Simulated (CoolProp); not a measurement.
Vapour-liquid equilibrium of carbon dioxide (1) + C2F6 (R116) (2) at 1.92 MPa; x and y are mole fractions of (1).

Computed with CoolProp (multi-fluid Helmholtz-energy mixture model, Span 1996 and Lemmon 2006; pair parameters Bell 2016).

### Question
Give the bubble temperature and the first vapour's composition at x = 0.05, 0.2, 0.875. Is there an azeotrope?

### Answer
x = 0.05: -1.9 °C, y = 0.096; x = 0.2: -11.3 °C, y = 0.354; x = 0.875: -23.4 °C, y = 0.843. y crosses x between x = 0.725 and 0.8: the model has an azeotrope there.

The pair parameters rest on a limited set of measurements; away from them the model extrapolates.
